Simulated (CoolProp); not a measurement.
A single-stage vapour-compression cycle with neopentane: evaporating at 317.15 K (dew point), condensing at 368.15 K (bubble point), superheat 5 K, subcooling 8 K, compressor efficiency 0.75, no pressure losses. Each further row changes one setting.

Computed with CoolProp (reference Helmholtz-energy equation of state, Lemmon 2006). It is a short technical equation, of lower accuracy than the large ones.

```json
[
 {"case": "as stated", "cooling COP": "3.55", "pressure ratio": "3.35", "discharge temperature (K)": "368.1", "refrigerating effect (kJ/kg)": "185", "volumetric capacity (kJ/m³)": "1660"},
 {"case": "evaporating temperature 322.15 K", "cooling COP": "4.15", "pressure ratio": "2.92", "discharge temperature (K)": "368.1", "refrigerating effect (kJ/kg)": "193", "volumetric capacity (kJ/m³)": "1970"},
 {"case": "condensing temperature 363.15 K", "cooling COP": "4.14", "pressure ratio": "3.02", "discharge temperature (K)": "363.1", "refrigerating effect (kJ/kg)": "199", "volumetric capacity (kJ/m³)": "1780"},
 {"case": "subcooling 13 K", "cooling COP": "3.82", "pressure ratio": "3.35", "discharge temperature (K)": "368.1", "refrigerating effect (kJ/kg)": "199", "volumetric capacity (kJ/m³)": "1780"},
 {"case": "superheat 15 K", "cooling COP": "3.70", "pressure ratio": "3.35", "discharge temperature (K)": "371.2", "refrigerating effect (kJ/kg)": "204", "volumetric capacity (kJ/m³)": "1750"},
 {"case": "compressor efficiency 0.65", "cooling COP": "3.08", "pressure ratio": "3.35", "discharge temperature (K)": "368.1", "refrigerating effect (kJ/kg)": "185", "volumetric capacity (kJ/m³)": "1660"}
]
```

The compression ends wet for: as stated; evaporating temperature 322.15 K; condensing temperature 363.15 K; subcooling 13 K; compressor efficiency 0.65.
